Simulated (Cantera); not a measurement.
A perfectly stirred reactor is fed with H2 : O2 = 0.28 : 1 (molar parts), equivalence ratio 0.14, at 1.28 Torr; it is held at 1275 K, and followed from long to short residence time.

Detailed kinetics in Cantera: GRI-Mech 3.0 (53 species, 325 reactions). Radical loss at walls, strong at low pressure, is not modelled. The temperature is held fixed by assumption; the heat of reaction is taken as removed at once.

Task: What does this change do: H2 0.28 to 0.083 parts?

Result: 
```tsv
quantity	before	after
x(H2) at τ = 1.00 s	0.00673	0.00147
x(O2) at τ = 1.00 s	0.703	0.881
x(OH) at τ = 1.00 s	0.0105	0.00539
x(O) at τ = 1.00 s	0.0440	0.0341
x(HO2) at τ = 1.00 s	1.05e-6	4.72e-7
x(H2) at τ = 32.0 ms	0.0154	0.00481
x(O2) at τ = 32.0 ms	0.658	0.869
x(OH) at τ = 32.0 ms	0.0139	0.00730
x(O) at τ = 32.0 ms	0.0792	0.0431
x(HO2) at τ = 32.0 ms	9.32e-7	5.10e-7
```
